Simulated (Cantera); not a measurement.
Cantera run, input and output.

```python
import numpy as np
import cantera as ct

gas = ct.Solution("gri30.yaml")
gas.TPX = 1375, 59000, {'CO': 0.0046, 'O2': 0.0045, 'H2O': 0.16, 'N2': 1}
reactor = ct.IdealGasConstPressureReactor(gas, energy="off", clone=False)
net = ct.ReactorNet([reactor])
net.rtol, net.atol = 1e-08, 1e-18
show = ['CO', 'O2', 'H2O', 'H', 'NO', 'CO2', 'OH']
times = np.geomspace(9e-06, 200, 9)

steps = ct.SolutionArray(gas, extra=["t"])
rows = []
print(f"{'t/s':>10s}{'T/K':>9s}{'P/Pa':>11s}" + "".join(f"{s:>11s}" for s in show))
for t in times:
    while net.time < t:
        t_next = net.step()
        steps.append(gas.state, t=t_next)
    rows.append([np.interp(t, steps.t, y) for y in (steps.T, steps.P, *steps(*show).X.T)])
    print(f"{t:10.3e}{rows[-1][0]:9.1f}{rows[-1][1]:11.4g}" + "".join(f"{x:11.3e}" for x in rows[-1][2:]))
rate = np.gradient(steps.T, steps.t)
print("integrator steps:", len(steps.t))
if steps.T.max() > steps.T[0] + 200:
    print(f"time of steepest temperature rise: {steps.t[rate.argmax()]:.4e} s")
gas.TPX = 1375, 59000, {'CO': 0.0046, 'O2': 0.0045, 'H2O': 0.16, 'N2': 1}
gas.equilibrate("TP")
print(f"equilibrium (TP): T = {gas.T:.1f} K  " + "  ".join(f"{s} {gas[s].X[0]:.3e}" for s in show))
```

It prints:

```
       t/s      T/K       P/Pa         CO         O2        H2O          H         NO        CO2         OH
 9.000e-06   1375.0    5.9e+04  3.935e-03  3.849e-03  1.369e-01  1.999e-12  9.192e-20  4.645e-11  6.563e-11
 7.457e-05   1375.0    5.9e+04  3.935e-03  3.849e-03  1.369e-01  8.882e-11  4.725e-18  5.759e-10  8.951e-10
 6.179e-04   1375.0    5.9e+04  3.935e-03  3.849e-03  1.369e-01  2.072e-09  1.605e-16  3.045e-08  1.645e-08
 5.120e-03   1375.0    5.9e+04  3.716e-03  3.809e-03  1.367e-01  9.681e-06  4.181e-12  2.185e-04  5.575e-05
 4.243e-02   1375.0    5.9e+04  1.220e-05  1.947e-03  1.369e-01  7.081e-06  6.048e-08  3.930e-03  1.068e-04
 3.515e-01   1375.0    5.9e+04  4.441e-07  1.883e-03  1.371e-01  6.016e-08  6.494e-08  3.942e-03  2.219e-05
 2.913e+00   1375.0    5.9e+04  7.714e-08  1.884e-03  1.371e-01  5.226e-09  6.528e-08  3.942e-03  9.957e-06
 2.414e+01   1375.0    5.9e+04  7.526e-08  1.884e-03  1.371e-01  5.054e-09  6.625e-08  3.942e-03  9.846e-06
 2.000e+02   1375.0    5.9e+04  7.526e-08  1.884e-03  1.371e-01  5.054e-09  7.428e-08  3.942e-03  9.846e-06
integrator steps: 1386
equilibrium (TP): T = 1375.0 K  CO 7.589e-08  O2 1.853e-03  H2O 1.371e-01  H 5.075e-09  NO 6.184e-05  CO2 3.942e-03  OH 9.806e-06
```

Cantera simulation using GRI-Mech 3.0 (53 species, 325 reactions); the numbers are that mechanism's predictions, not measurements.
